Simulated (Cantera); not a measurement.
A perfectly stirred reactor is fed with 4.72 % CH4, 0.897 % CO, 19.8 % O2, 74.6 % N2, equivalence ratio 0.50, at 1.00 bar; it is adiabatic with a 325 K inlet, and is followed from long to short residence time, starting on the burning branch (τ in s: 0.077, 0.041, 0.022, 0.012, 0.0064, 0.0034, 0.0018, 0.00098, 0.00052, 0.00028, 0.00015, 8.1e-05, 4.3e-05).

Cantera simulation using GRI-Mech 3.0 (53 species, 325 reactions); the numbers are that mechanism's predictions, not measurements.

x: mole fraction; the columns are a selection and need not sum to one.

```
τ (s)    T (K)     x CH4      x CO    x O2  x CH2CO   x C2H2   x H2O    x N2O
-------  -----  --------  --------  ------  -------  -------  ------  -------
0.077     1506   3.10e-5  0.000502  0.0995        ?  2.54e-9  0.0944  9.31e-7
0.041     1503   4.67e-5  0.000780  0.0996        ?  3.17e-9  0.0943  9.29e-7
0.022     1498   7.04e-5   0.00121  0.0998        ?  3.83e-9  0.0941  8.74e-7
0.012     1490  0.000106   0.00186   0.100        ?  4.53e-9  0.0938  7.88e-7
0.0064    1478  0.000165   0.00293   0.101        ?  5.45e-9  0.0934  6.80e-7
0.0034    1459  0.000270   0.00471   0.102        ?  7.07e-9  0.0928  5.61e-7
0.0018    1425  0.000492   0.00794   0.104        ?  1.14e-8  0.0918  4.28e-7
0.00098    325    0.0472   0.00897   0.198   <1e-12   <1e-12  <1e-12   <1e-12
0.00052    325    0.0472   0.00897   0.198   <1e-12   <1e-12  <1e-12   <1e-12
0.00028    325    0.0472   0.00897   0.198   <1e-12   <1e-12  <1e-12   <1e-12
0.00015    325    0.0472   0.00897   0.198   <1e-12   <1e-12  <1e-12   <1e-12
8.1e-5     325    0.0472   0.00897   0.198   <1e-12   <1e-12  <1e-12   <1e-12
4.3e-5     325    0.0472   0.00897   0.198   <1e-12   <1e-12  <1e-12   <1e-12
```

What belongs in the gaps?


- 0.077, x CH2CO: 8.90e-9
- 0.041, x CH2CO: 1.42e-8
- 0.022, x CH2CO: 2.23e-8
- 0.012, x CH2CO: 3.43e-8
- 0.0064, x CH2CO: 5.51e-8
- 0.0034, x CH2CO: 9.61e-8
- 0.0018, x CH2CO: 2.09e-7
